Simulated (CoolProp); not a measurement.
The numbers come from the reference Helmholtz-energy equation of state, Lemmon 2006 in CoolProp. It is a short technical equation, of lower accuracy than the large ones.

Give the vapour pressure (kPa), vapour density (kg/m³), enthalpy of vaporisation (kJ/kg), surface tension (mN/m) of saturated carbonyl sulfide at -70.65, -43.55 °C.


| T (°C) | p (kPa) | vapour density (kg/m³) | enthalpy of vaporisation (kJ/kg) | surface tension (mN/m) |
|---|---|---|---|---|
| -70.65 | 35.2 | 1.27 | 322 | 24.7 |
| -43.55 | 136 | 4.44 | 304 | 19.5 |

Surface tension comes from a separate correlation (Mulero 2012).
